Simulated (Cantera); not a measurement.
Catalytic combustion on Pt

An isothermal plug-flow reactor at 750 K and 1.18 atm (inlet), inlet velocity 2.3 m/s, active area per volume 690 1/m; feed 0.278 % H2, 3.82 % O2, 91.5 % N2, 4.40 % H2O, equivalence ratio 0.036.

Cantera simulation using Deutschmann's 1995 Pt surface mechanism with GRI-Mech 3.0 gas chemistry; the numbers are that mechanism's predictions, not measurements. Catalytic surfaces can have several steady states; this one follows from the mechanism file's or the stated starting coverage. Mass transfer to the wall is taken as infinitely fast.

```tsv
z (m)	x H2	x O2	x H2O	θ free Pt	θ O*	θ OH*
0.00018	0.00223	0.0380	0.0446	0.111	0.878	0.0104
0.00035	0.00188	0.0378	0.0449	0.0953	0.895	0.00970
0.00068	0.00142	0.0376	0.0454	0.0752	0.916	0.00874
0.0013	0.000960	0.0373	0.0459	0.0557	0.937	0.00763
0.0025	0.000550	0.0371	0.0463	0.0406	0.953	0.00658
0.0049	0.000240	0.0370	0.0466	0.0312	0.963	0.00581
0.0094	6.71e-5	0.0369	0.0468	0.0269	0.968	0.00542
0.018	7.31e-6	0.0369	0.0468	0.0255	0.969	0.00529
```
x: gas mole fraction; θ: surface coverage.
